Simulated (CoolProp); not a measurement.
Vapour-liquid equilibrium of p-xylene (1) + n-decane (2) at 0.0335 MPa; x and y are mole fractions of (1).

Computed with CoolProp (multi-fluid Helmholtz-energy mixture model, Zhou 2012 and Lemmon 2006; pair parameters Bell 2016).

| x | bubble temperature (K) | y at the bubble point | dew temperature at overall composition x (K) | liquid density (mol/L) |
|---|---|---|---|---|
| 0.05 | 405.3 | 0.135 | 407.3 | 4.592 |
| 0.2 | 397.6 | 0.430 | 403.8 | 4.925 |
| 0.35 | ___ | ___ | ___ | 5.288 |
| 0.5 | 386.5 | ___ | 395.5 | 5.687 |
| 0.65 | 382.3 | 0.847 | ___ | 6.134 |
| 0.8 | 378.7 | ___ | 384.4 | 6.639 |
| 0.95 | 375.4 | 0.982 | 377.2 | 7.216 |

Task: Complete the blanks.

Result: 
- 0.35, bubble temperature (K): 391.5
- 0.35, y at the bubble point: 0.620
- 0.35, dew temperature at overall composition x (K): 399.9
- 0.5, y at the bubble point: 0.751
- 0.65, dew temperature at overall composition x (K): 390.4
- 0.8, y at the bubble point: 0.922

No azeotrope shows between x = 0.05 and 0.95.

Pair parameters are fitted to limited data, so mixtures are less certain than the pure fluids.
